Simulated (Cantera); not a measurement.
**Adiabatic ignition**

An adiabatic, constant-pressure homogeneous reactor starts with C₃H₈ : O₂ : N₂ = 1 : 5.88 : 22.1 (molar parts), at 1773 K and 0.257 atm.

Computed with Cantera and GRI-Mech 3.0 (53 species, 325 reactions). GRI-Mech 3.0 was tuned for natural gas; its chemistry of propane as a main component is partial and can be far from experiment.

```csv
t (s),T (K),x C₃H₈,x O₂,x OH,x CH₂CO,x HO₂
1.00e-6,1767,0.0338,0.203,1.31e-5,2.40e-9,2.80e-5
3.35e-6,1752,0.0316,0.202,0.000116,1.20e-6,0.000182
1.12e-5,1724,0.0231,0.197,0.000398,0.000116,0.000330
3.76e-5,2018,0.000130,0.138,0.00311,0.00459,0.000743
0.000126,2457,<1e-12,0.0496,0.0245,<1e-12,2.41e-6
0.000422,2515,<1e-12,0.0487,0.0248,<1e-12,2.72e-6
0.00141,2632,<1e-12,0.0467,0.0248,<1e-12,3.90e-6
0.00474,2700,<1e-12,0.0434,0.0239,<1e-12,4.89e-6
0.0159,2698,<1e-12,0.0413,0.0234,<1e-12,4.73e-6
0.0532,2698,<1e-12,0.0411,0.0233,<1e-12,4.72e-6
0.178,2698,<1e-12,0.0411,0.0233,<1e-12,4.72e-6
0.597,2698,<1e-12,0.0411,0.0233,<1e-12,4.72e-6
2.00,2698,<1e-12,0.0411,0.0233,<1e-12,4.72e-6
```
x: mole fraction; the columns are a selection and need not sum to one.

```
Property                                                          Result
---------------------------------  -------------------------------------
time of steepest temperature rise                                44.3 µs
temperature at 2.00 s                                             2698 K
equilibrium temperature                                           2698 K
x(C₃H₈) at 2.00 s                  <1e-12 (gas-phase equilibrium <1e-12)
x(O₂) at 2.00 s                    0.0411 (gas-phase equilibrium 0.0411)
x(OH) at 2.00 s                    0.0233 (gas-phase equilibrium 0.0233)
```
